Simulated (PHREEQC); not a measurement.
A solution holds 0.011 mol/kgw Cu(BF4)2, 0.26 mol/kgw HCl and 0.098 mol/kgw Na2SO4, at 20 °C. Closed to the air; pH follows from the charge balance.

Computed with PHREEQC (ion-association model, phreeqc.dat).

Task: The ionic strength comes out as 0.422 mol/kgw. What activity coefficients do HF2-, H+, CuF+, BF2(OH)2-, F- get?

Result: HF2- 0.73, H+ 0.77, CuF+ 0.73, BF2(OH)2- 0.73, F- 0.65.

Precipitation was switched off in this run. Real BF4- forms and hydrolyses slowly; the run takes it at equilibrium.
